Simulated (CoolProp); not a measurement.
Aqueous methanol as a coolant, at -14 °C, 1 atm.

Computed with CoolProp (Melinder's fits for secondary coolants).

```tsv
mass %	freezing point (°C)	Prandtl number	viscosity (mPa s)	density (kg/m³)	conductivity (W/(m K))
24.9	-20.0	59.9	6.59	970.4	0.427
31.5	-27.5	63.6	6.87	963.6	0.401
38.1	-36.0	63.7	6.73	955.5	0.376
44.7	-45.8	60.7	6.27	946.0	0.353
51.3	-56.7	55.3	5.63	935.1	0.332
```
